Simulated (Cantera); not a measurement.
A perfectly stirred reactor is fed with NH3 : H2 = 1 : 1.2 (molar parts), at 0.400 bar; it is held at 2350 K, and followed from long to short residence time.

Cantera simulation using the gas-phase N/H chemistry of the illustrative SiF4/NH3 mechanism in the Surface Chemkin manual (1991); the numbers are that mechanism's predictions, not measurements. Walls and surfaces, which speed up NH3 decomposition in real reactors, are not modelled.

```json
[
 {"quantity": "x(NH3) at τ = 7.60 s", "before": "0.000187", "after": "0.000877"},
 {"quantity": "x(H2) at τ = 7.60 s", "before": "0.827", "after": "0.837"},
 {"quantity": "x(N2H2) at τ = 7.60 s", "before": "1.19e-9", "after": "4.03e-9"},
 {"quantity": "x(N2H4) at τ = 7.60 s", "before": "2.77e-12", "after": "2.35e-11"},
 {"quantity": "x(NH2) at τ = 7.60 s", "before": "1.29e-5", "after": "2.17e-5"},
 {"quantity": "x(NH3) at τ = 17.0 ms", "before": "0.0684", "after": "0.207"},
 {"quantity": "x(H2) at τ = 17.0 ms", "before": "0.795", "after": "0.706"},
 {"quantity": "x(N2H2) at τ = 17.0 ms", "before": "1.34e-6", "after": "2.25e-6"},
 {"quantity": "x(N2H4) at τ = 17.0 ms", "before": "1.20e-8", "after": "4.42e-8"},
 {"quantity": "x(NH2) at τ = 17.0 ms", "before": "0.000846", "after": "0.000938"}
]
```

Name the change that produced these shifts.
(A) pressure from 0.400 bar to 39.0 Torr
(B) temperature 2350 to 1850 K
(C) temperature 2350 to 2175 K
(D) pressure from 0.400 bar to 30.8 Torr

C, temperature 2350 to 2175 K
